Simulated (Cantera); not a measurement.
Feed: 1 mol PbO, 2.7 mol H2, held at 1077 °C and 0.143 Torr.

Method: chemical equilibrium by Gibbs-energy minimisation in Cantera with the NASA 1993 tables (ideal gas, pure condensed phases). Candidate condensed phases: H2O, Pb, PbO, PbO2, Pb3O4; 12 gas species. The numbers say what is thermodynamically allowed, not how fast it happens.

Base state: H2 0.459, H2O 0.270, Pb 0.270, H 0.000117, PbO 2.02e-5 (mole fractions); condensed: gas only.

Question: What changes in the equilibrium state with this change: PbO replaced by HgO?

Answer: 
```csv
species,before,after
H2,0.459,0.459
Hg,0,0.270
H2O,0.270,0.270
Pb,0.270,0
PbO,2.02e-5,0
H,0.000117,0.000117
```
Further candidate phases: Hg, HgO.
